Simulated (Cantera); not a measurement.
A Cantera script and its output.

```python
import numpy as np
import cantera as ct

gas = ct.Solution("gri30.yaml")
gas.TPX = 700, 70000, {'C3H8': 1, 'O2': 5.32, 'N2': 18}
flame = ct.FreeFlame(gas, width=0.051)
flame.set_refine_criteria(ratio=3, slope=0.08, curve=0.16)
flame.transport_model = "mixture-averaged"
flame.solve(loglevel=0, auto=True)
z, T = flame.grid, flame.T
thick = (T[-1] - T[0]) / np.gradient(T, z).max()
show = ['C3H8', 'O2', 'C2H4', 'CH4', 'HO2', 'CH2O']
print(f"laminar burning velocity  {flame.velocity[0] * 100:.3f} cm/s")
print(f"burnt temperature         {T[-1]:.1f} K")
print(f"thermal thickness         {thick * 1e3:.4f} mm")
print(f"grid points               {len(z)}")
z0 = z[flame.heat_release_rate.argmax()]
print(f"{'z/mm':>9s}{'T/K':>9s}{'u/(m/s)':>9s}" + "".join(f"{s:>11s}" for s in show))
rows = []
for k in (-3, -2, -1.5, -1, -0.5, -0.25, 0, 0.25, 0.5, 1, 2, 4, 8):
    zz = z0 + k * thick
    rows.append([k * thick, np.interp(zz, z, T), np.interp(zz, z, flame.velocity),
                 *(np.interp(zz, z, flame.X[gas.species_index(s)]) for s in show)])
    print(f"{rows[-1][0] * 1e3:9.3f}{rows[-1][1]:9.1f}{rows[-1][2]:9.3f}" + "".join(f"{x:11.3e}" for x in rows[-1][3:]))
```

Output:

```
laminar burning velocity  248.789 cm/s
burnt temperature         2475.5 K
thermal thickness         0.3195 mm
grid points               157
     z/mm      T/K  u/(m/s)       C3H8         O2       C2H4        CH4        HO2       CH2O
   -0.958    700.0    2.490  4.109e-02  2.186e-01  3.353e-07  5.181e-07  1.240e-07  1.430e-07
   -0.639    700.8    2.497  4.102e-02  2.181e-01  7.321e-06  7.219e-06  1.957e-06  3.064e-06
   -0.479    703.9    2.515  4.091e-02  2.172e-01  4.261e-05  3.157e-05  8.563e-06  1.722e-05
   -0.319    726.9    2.613  4.045e-02  2.139e-01  3.826e-04  1.921e-04  4.002e-05  1.360e-04
   -0.160    972.3    3.585  3.215e-02  1.874e-01  5.782e-03  1.605e-03  1.436e-04  1.235e-03
   -0.080   1347.0    5.136  1.288e-02  1.456e-01  1.211e-02  2.743e-03  3.758e-04  2.105e-03
    0.000   1751.2    6.859  6.812e-04  9.562e-02  5.865e-03  1.683e-03  2.904e-04  1.182e-03
    0.080   1945.9    7.673  2.150e-06  6.357e-02  5.317e-04  3.171e-04  4.467e-05  2.068e-04
    0.160   1997.9    7.870  9.825e-10  4.922e-02  1.828e-05  2.916e-05  9.709e-06  1.845e-05
    0.319   2038.2    7.984  5.731e-16  4.014e-02  1.445e-08  1.523e-07  6.175e-06  8.437e-08
    0.639   2090.7    8.138  1.441e-22  3.579e-02  7.264e-13  4.697e-11  5.147e-06  1.507e-10
    1.278   2159.3    8.360  2.285e-30  3.331e-02  2.282e-18  1.127e-15  4.237e-06  1.047e-10
    2.556   2246.6    8.645  8.722e-40  3.078e-02  4.268e-25  8.930e-17  3.361e-06  8.845e-11
```

Model: GRI-Mech 3.0 (53 species, 325 reactions), integrated in Cantera. GRI-Mech 3.0 was tuned for natural gas; its chemistry of propane as a main component is partial and can be far from experiment. Burning velocities carry a grid error of a few per cent, more on coarse grids.
